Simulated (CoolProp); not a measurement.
Vapour-liquid equilibrium of n-butane (1) + R113 (2) at 253.2 K; x and y are mole fractions of (1).

Values from CoolProp's multi-fluid Helmholtz-energy mixture model, Bücker 2006 and Marx 1992; pair parameters Bell 2016.

| x | bubble pressure, mixture model (MPa) | bubble pressure, Raoult's law (MPa) | y, mixture model | y, Raoult's law |
|---|---|---|---|---|
| 0.05 | 0.008184 | 0.007220 | 0.393 | 0.314 |
| 0.2 | 0.01605 | 0.01323 | 0.734 | 0.685 |
| 0.35 | 0.02260 | 0.01925 | 0.841 | 0.824 |
| 0.5 | 0.02823 | 0.02526 | 0.896 | 0.897 |
| 0.65 | 0.03333 | 0.03128 | 0.933 | 0.942 |
| 0.8 | 0.03829 | 0.03729 | 0.963 | 0.972 |
| 0.95 | 0.04347 | 0.04331 | 0.991 | 0.994 |

The largest gap from Raoult's law is +21.3 % in bubble pressure, at x = 0.2. No azeotrope shows between x = 0.05 and 0.95.

The pair parameters rest on a limited set of measurements; away from them the model extrapolates.
